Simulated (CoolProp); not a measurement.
Saturation properties of p-xylene (Tc = 616.2 K, pc = 3.532 MPa, ω = 0.324).

Model: reference Helmholtz-energy equation of state, Zhou 2012, in CoolProp.

| T (K) | p (MPa) | vapour density (kg/m³) | liquid conductivity (mW/(m K)) |
|---|---|---|---|
| 460.9 | 0.3232 | 9.987 | 90.8 |
| 470.9 | 0.3953 | 12.16 | 89.2 |
| 480.9 | 0.4790 | 14.71 | 87.7 |
| 490.8 | 0.5745 | 17.65 | 86.3 |
| 500.8 | 0.6849 | 21.11 | 85.0 |
| 510.7 | 0.8094 | 25.11 | 83.9 |
| 520.7 | 0.9519 | 29.83 | 82.7 |
| 530.6 | 1.111 | 35.31 | 81.7 |
| 540.6 | 1.291 | 41.84 | 80.8 |
| 550.5 | 1.491 | 49.53 | 80.0 |
| 560.5 | 1.717 | 58.91 | 79.2 |
| 570.4 | 1.966 | 70.33 | 78.5 |
| 580.4 | 2.245 | 84.91 | 77.9 |
| 590.3 | 2.553 | 104.0 | 77.4 |

It boils at 411.5 K under 1 atm.

Thermal conductivity comes from a separate model (Mylona 2014).
